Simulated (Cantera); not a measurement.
A Cantera script and its output.

```python
import numpy as np
import cantera as ct

gas = ct.Solution("gri30.yaml")
gas.TPX = 1300, 320000, {'CH4': 1, 'O2': 2.86, 'N2': 20.6, 'H2O': 2.9, 'CO2': 0.1}
reactor = ct.IdealGasReactor(gas, energy="on", clone=False)
net = ct.ReactorNet([reactor])
net.rtol, net.atol = 1e-08, 1e-16
show = ['CH4', 'O2', 'H2O', 'NO2', 'C2H', 'HO2', 'CH2O']
times = np.geomspace(2e-06, 0.2, 14)

steps = ct.SolutionArray(gas, extra=["t"])
rows = []
print(f"{'t/s':>10s}{'T/K':>9s}{'P/Pa':>11s}" + "".join(f"{s:>11s}" for s in show))
for t in times:
    while net.time < t:
        t_next = net.step()
        steps.append(gas.state, t=t_next)
    rows.append([np.interp(t, steps.t, y) for y in (steps.T, steps.P, *steps(*show).X.T)])
    print(f"{t:10.3e}{rows[-1][0]:9.1f}{rows[-1][1]:11.4g}" + "".join(f"{x:11.3e}" for x in rows[-1][2:]))
rate = np.gradient(steps.T, steps.t)
print("integrator steps:", len(steps.t))
if steps.T.max() > steps.T[0] + 200:
    print(f"time of steepest temperature rise: {steps.t[rate.argmax()]:.4e} s")
gas.TPX = 1300, 320000, {'CH4': 1, 'O2': 2.86, 'N2': 20.6, 'H2O': 2.9, 'CO2': 0.1}
gas.equilibrate("UV")
print(f"equilibrium (UV): T = {gas.T:.1f} K  " + "  ".join(f"{s} {gas[s].X[0]:.3e}" for s in show))
```

Output:

```
       t/s      T/K       P/Pa        CH4         O2        H2O        NO2        C2H        HO2       CH2O
 2.000e-06   1300.0    3.2e+05  3.642e-02  1.042e-01  1.056e-01  1.345e-26  1.661e-34  6.725e-09  2.629e-11
 4.849e-06   1300.0    3.2e+05  3.642e-02  1.042e-01  1.056e-01  3.378e-25  1.506e-32  1.626e-08  1.615e-10
 1.176e-05   1300.0    3.2e+05  3.642e-02  1.042e-01  1.056e-01  6.746e-24  1.330e-30  3.898e-08  9.887e-10
 2.850e-05   1300.0    3.2e+05  3.642e-02  1.042e-01  1.056e-01  1.373e-22  1.281e-28  9.184e-08  6.178e-09
 6.910e-05   1300.0    3.2e+05  3.642e-02  1.042e-01  1.056e-01  3.248e-21  1.537e-26  2.076e-07  4.156e-08
 1.675e-04   1300.0    3.2e+05  3.642e-02  1.042e-01  1.056e-01  9.149e-20  2.810e-24  4.226e-07  3.241e-07
 4.062e-04   1300.0    3.2e+05  3.641e-02  1.041e-01  1.056e-01  2.731e-18  9.268e-22  6.583e-07  2.949e-06
 9.848e-04   1300.2    3.2e+05  3.637e-02  1.041e-01  1.056e-01  6.874e-17  1.969e-19  8.997e-07  2.153e-05
 2.388e-03   1301.2  3.203e+05  3.620e-02  1.040e-01  1.058e-01  1.823e-15  1.264e-17  1.984e-06  9.571e-05
 5.789e-03   1310.6  3.227e+05  3.482e-02  1.031e-01  1.069e-01  1.325e-13  5.135e-15  8.720e-06  4.750e-04
 1.403e-02   2225.3  5.486e+05  1.985e-19  3.089e-02  1.761e-01  3.562e-07  2.764e-27  3.097e-06  8.704e-13
 3.403e-02   2223.0   5.48e+05  1.954e-19  3.043e-02  1.761e-01  1.378e-06  2.597e-27  3.038e-06  8.575e-13
 8.249e-02   2219.0   5.47e+05  1.898e-19  2.965e-02  1.761e-01  3.091e-06  2.322e-27  2.940e-06  8.363e-13
 2.000e-01   2215.2  5.461e+05  1.843e-19  2.893e-02  1.762e-01  4.659e-06  2.085e-27  2.849e-06  8.172e-13
integrator steps: 1940
time of steepest temperature rise: 8.0851e-03 s
equilibrium (UV): T = 2214.2 K  CH4 2.665e-19  O2 2.873e-02  H2O 1.762e-01  NO2 5.077e-06  C2H 2.353e-27  HO2 2.825e-06  CH2O 8.122e-13
```

Cantera simulation using GRI-Mech 3.0 (53 species, 325 reactions); the numbers are that mechanism's predictions, not measurements.
